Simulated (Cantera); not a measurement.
**Adiabatic ignition**

An adiabatic, constant-volume homogeneous reactor starts with H2 : O2 : N2 = 1 : 0.962 : 5.1 (molar parts), equivalence ratio 0.52, at 1250 K and 10.0 bar.

Model: the H2/O2 subset of GRI-Mech 3.0, which has no nitrogen chemistry, integrated in Cantera. The hydrogen kinetics of GRI-Mech 3.0 are dated; newer H2 mechanisms differ, most at raised pressure.

```
t (s)     T (K)  P (bar)      x H2    x O2     x OH    x H2O    x HO2       x H       x O
--------  -----  -------  --------  ------  -------  -------  -------  --------  --------
7.00e-6    1250     10.0     0.142   0.136  5.60e-7  2.66e-5  2.16e-5   3.25e-6   9.45e-7
2.00e-5    2461     18.3  0.000687  0.0688  0.00583    0.148  1.43e-5  0.000136  0.000769
5.73e-5    2462     18.3  0.000656  0.0688  0.00572    0.148  1.41e-5  0.000128  0.000738
0.000164   2462     18.3  0.000656  0.0688  0.00572    0.148  1.41e-5  0.000128  0.000738
0.000468   2462     18.3  0.000656  0.0688  0.00572    0.148  1.41e-5  0.000128  0.000738
0.00134    2462     18.3  0.000656  0.0688  0.00572    0.148  1.41e-5  0.000128  0.000738
0.00383    2462     18.3  0.000656  0.0688  0.00572    0.148  1.41e-5  0.000128  0.000738
0.0110     2462     18.3  0.000656  0.0688  0.00572    0.148  1.41e-5  0.000128  0.000738
0.0313     2462     18.3  0.000656  0.0688  0.00572    0.148  1.41e-5  0.000128  0.000738
0.0897     2462     18.3  0.000656  0.0688  0.00572    0.148  1.41e-5  0.000128  0.000738
0.256      2462     18.3  0.000656  0.0688  0.00572    0.148  1.41e-5  0.000128  0.000738
0.733      2462     18.3  0.000656  0.0688  0.00572    0.148  1.41e-5  0.000128  0.000738
2.10       2462     18.3  0.000656  0.0688  0.00572    0.148  1.41e-5  0.000128  0.000738
6.00       2462     18.3  0.000656  0.0688  0.00572    0.148  1.41e-5  0.000128  0.000738
```
x: mole fraction; the columns are a selection and need not sum to one.

| Item | Value |
|---|---|
| time of steepest temperature rise | 13.7 µs |
| temperature at 6.00 s | 2462 K |
| equilibrium temperature | 2462 K |
| x(H2) at 6.00 s | 0.000656 (gas-phase equilibrium 0.000656) |
| x(O2) at 6.00 s | 0.0688 (gas-phase equilibrium 0.0688) |
| x(OH) at 6.00 s | 0.00572 (gas-phase equilibrium 0.00572) |
